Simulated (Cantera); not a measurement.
What does this Cantera script print?

```python
import numpy as np
import cantera as ct

gas = ct.Solution("h2o2.yaml")
gas.TPX = 1250, 100000, {'H2': 0.73, 'O2': 1, 'N2': 12}
reactor = ct.IdealGasConstPressureReactor(gas, energy="off", clone=False)
net = ct.ReactorNet([reactor])
net.rtol, net.atol = 1e-08, 1e-18
show = ['H2', 'O2', 'H2O2', 'OH', 'HO2', 'O']
times = np.geomspace(3e-05, 200, 12)

steps = ct.SolutionArray(gas, extra=["t"])
rows = []
print(f"{'t/s':>10s}{'T/K':>9s}{'P/Pa':>11s}" + "".join(f"{s:>11s}" for s in show))
for t in times:
    while net.time < t:
        t_next = net.step()
        steps.append(gas.state, t=t_next)
    rows.append([np.interp(t, steps.t, y) for y in (steps.T, steps.P, *steps(*show).X.T)])
    print(f"{t:10.3e}{rows[-1][0]:9.1f}{rows[-1][1]:11.4g}" + "".join(f"{x:11.3e}" for x in rows[-1][2:]))
rate = np.gradient(steps.T, steps.t)
print("integrator steps:", len(steps.t))
if steps.T.max() > steps.T[0] + 200:
    print(f"time of steepest temperature rise: {steps.t[rate.argmax()]:.4e} s")
gas.TPX = 1250, 100000, {'H2': 0.73, 'O2': 1, 'N2': 12}
gas.equilibrate("TP")
print(f"equilibrium (TP): T = {gas.T:.1f} K  " + "  ".join(f"{s} {gas[s].X[0]:.3e}" for s in show))
```

It prints:

```
       t/s      T/K       P/Pa         H2         O2       H2O2         OH        HO2          O
 3.000e-05   1250.0      1e+05  5.317e-02  7.283e-02  2.796e-10  7.056e-08  7.644e-08  1.164e-07
 1.252e-04   1250.0      1e+05  6.119e-03  4.943e-02  2.930e-06  2.156e-03  2.440e-05  4.886e-03
 5.222e-04   1250.0      1e+05  1.880e-04  4.746e-02  9.041e-07  2.732e-04  8.832e-06  1.395e-04
 2.179e-03   1250.0      1e+05  9.459e-06  4.749e-02  1.291e-07  6.576e-05  9.115e-07  7.664e-06
 9.090e-03   1250.0      1e+05  6.395e-07  4.751e-02  2.160e-08  2.302e-05  1.073e-07  9.124e-07
 3.792e-02   1250.0      1e+05  9.167e-08  4.751e-02  4.488e-09  9.867e-06  2.011e-08  1.690e-07
 1.582e-01   1250.0      1e+05  2.074e-08  4.751e-02  1.124e-09  4.796e-06  6.863e-09  4.022e-08
 6.601e-01   1250.0      1e+05  9.267e-09  4.751e-02  4.748e-10  3.064e-06  5.550e-09  1.650e-08
 2.754e+00   1250.0      1e+05  8.701e-09  4.751e-02  4.386e-10  2.939e-06  5.545e-09  1.519e-08
 1.149e+01   1250.0      1e+05  8.701e-09  4.751e-02  4.386e-10  2.939e-06  5.545e-09  1.519e-08
 4.794e+01   1250.0      1e+05  8.701e-09  4.751e-02  4.386e-10  2.939e-06  5.545e-09  1.519e-08
 2.000e+02   1250.0      1e+05  8.701e-09  4.751e-02  4.386e-10  2.939e-06  5.545e-09  1.519e-08
integrator steps: 1641
equilibrium (TP): T = 1250.0 K  H2 8.701e-09  O2 4.751e-02  H2O2 4.386e-10  OH 2.939e-06  HO2 5.545e-09  O 1.519e-08
```

Model: the H2/O2 subset of GRI-Mech 3.0, which has no nitrogen chemistry, integrated in Cantera. The temperature is held fixed by assumption; the heat of reaction is taken as removed at once.
